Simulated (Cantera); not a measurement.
A perfectly stirred reactor is fed with 8.05 % H2, 5.75 % O2, 86.2 % N2, equivalence ratio 0.70, at 42000 Pa; it is held at 1250 K, and followed from long to short residence time.

Detailed kinetics in Cantera: the H2/O2 subset of GRI-Mech 3.0, which has no nitrogen chemistry. The temperature is held fixed by assumption; the heat of reaction is taken as removed at once.

Predict: x(H2) at τ = 1.10 s; x(O2) at τ = 1.10 s; x(H) at τ = 1.10 s; x(H2O) at τ = 1.10 s; x(H2O2) at τ = 1.10 s; x(H2) at τ = 24.0 ms; x(O2) at τ = 24.0 ms; x(H) at τ = 24.0 ms; x(H2O) at τ = 24.0 ms; x(H2O2) at τ = 24.0 ms.

x(H2) at τ = 1.10 s: 0.000130
x(O2) at τ = 1.10 s: 0.0180
x(H) at τ = 1.10 s: 1.59e-5
x(H2O) at τ = 1.10 s: 0.0836
x(H2O2) at τ = 1.10 s: 2.07e-7
x(H2) at τ = 24.0 ms: 0.00150
x(O2) at τ = 24.0 ms: 0.0185
x(H) at τ = 24.0 ms: 0.000670
x(H2O) at τ = 24.0 ms: 0.0816
x(H2O2) at τ = 24.0 ms: 7.31e-7
